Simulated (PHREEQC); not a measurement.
Consider water at 25 °C with 4.8 mmol/kgw LiOH and 16 mmol/kgw Na2CO3. Closed to the air; pH follows from the charge balance.

The numbers come from PHREEQC with the ion-association model, phreeqc.dat.

Q: The ionic strength comes out as 0.0460 mol/kgw. What activity coefficients do HCO3-, OH-, Na+, CO3-2, Li+ get?

A: HCO3- 0.83, OH- 0.82, Na+ 0.83, CO3-2 0.48, Li+ 0.84.

This is a speciation only: nothing precipitates in the calculation. Complexes and solids missing from the database can't appear.
